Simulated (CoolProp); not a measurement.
Hexamethyldisiloxane (MM) at several states: fugacity coefficient from the reference equation and from simpler models built on Tc = 245.6 °C, pc = 1.931 MPa, ω = 0.418; each cubic takes its own stable root.

Values from CoolProp's reference Helmholtz-energy equation of state, Thol 2016.

```csv
T (°C),p (MPa),phase,reference
287.35,0.179,gas,0.9750
196.85,2.21,liquid,0.3387
-50.25,0.0272,liquid,0.0008520
47.65,3.64,liquid,0.005795
```

How far does each simpler model (van der Waals, Redlich-Kwong) lie from the reference over these 4 states: mean and median of the absolute difference, and the worst?


- van der Waals: mean 19221.8 %, median 653.1 %, worst +75580.8 % at -50.25 °C and 0.0272 MPa
- Redlich-Kwong: mean 482.5 %, median 132.3 %, worst +1665.3 % at -50.25 °C and 0.0272 MPa
